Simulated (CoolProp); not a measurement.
Computed with CoolProp (reference Helmholtz-energy equation of state, Lemmon 2006). It is a short technical equation, of lower accuracy than the large ones.

Problem. For CH3F (R41), give the phase and the Z, Joule-Thomson coefficient (K/MPa), expansivity (1/kK) at 151.85 °C and 1.3 MPa; 151.85 °C and 8.86 MPa.

Solution. 
- 151.85 °C and 1.3 MPa: gas; Z 0.968, Joule-Thomson coefficient 6.59, expansivity 2.64
- 151.85 °C and 8.86 MPa: supercritical; Z 0.790, Joule-Thomson coefficient 5.35, expansivity 4.95
